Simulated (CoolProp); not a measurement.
Methane at 304.74 K and 0.106 MPa flows at 3 m/s in a round tube of 2 mm bore and 45 µm roughness, fully developed (64/Re and Nu = 3.66 if laminar; Colebrook and Gnielinski if turbulent). Each further row changes one setting.

Values from CoolProp's reference Helmholtz-energy equation of state, Setzmann 1991.

| case | Reynolds number | Darcy friction factor | pressure drop (Pa/m) | heat-transfer coefficient (W/(m² K)) | mass flow (kg/h) |
|---|---|---|---|---|---|
| as stated | 354 | ? | ? | 64.2 | ? |
| velocity 6 m/s | 707 | 0.0905 | 547 | 64.2 | ? |
| diameter 4 mm | 707 | 0.0905 | 68.4 | ? | 0.0912 |

### Question
Complete the blanks.

### Answer

- as stated, Darcy friction factor: 0.181
- as stated, pressure drop (Pa/m): 274
- as stated, mass flow (kg/h): 0.0228
- velocity 6 m/s, mass flow (kg/h): 0.0456
- diameter 4 mm, heat-transfer coefficient (W/(m² K)): 32.1

Viscosity comes from a separate model (Quiñones-Cisneros 2006). Thermal conductivity comes from a separate model (Friend 1989).
